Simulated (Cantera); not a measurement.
Charge: 1 mol B2O3, 150 mol H2, held at 877 °C and 0.00150 bar.

Cantera equilibrium calculation (NASA polynomials, part measured and part estimated; ideal gas, pure solids and liquids). Candidate condensed phases: B, B2O3, B3O3H3, H2O; 23 gas species. Rates play no part.

Base state: H2 1.000, HBO 7.68e-5, HBO2 4.30e-5, H2O 1.78e-5 (mole fractions); condensed: B2O3(l).

**Question.** What changes in the equilibrium state with this change: B2O3 replaced by borazine?

**Answer.** 
```json
[
 {"species": "H2", "before": "1.000", "after": "1.000"},
 {"species": "HBO", "before": "7.68e-5", "after": "0"},
 {"species": "HBO2", "before": "4.30e-5", "after": "0"},
 {"species": "H2O", "before": "1.78e-5", "after": "0"},
 {"species": "B2O3(l), mol", "before": "0.991", "after": "0"},
 {"species": "BN(s), mol", "before": "0", "after": "3.00"}
]
```
The feed counts by its element totals alone. Further candidate phases: BN.

**Question.** What changes in the equilibrium state with this change: 1.6 mol Cl2 added?

**Answer.** 
| species | before | after |
|---|---|---|
| H2 | 1.000 | 0.979 |
| HCl | 0 | 0.0211 |
| HBO | 7.68e-5 | 7.44e-5 |
| H2O | 1.78e-5 | 1.81e-5 |
| HBO2 | 4.30e-5 | 4.34e-5 |
| B2O3(l), mol | 0.991 | 0.991 |
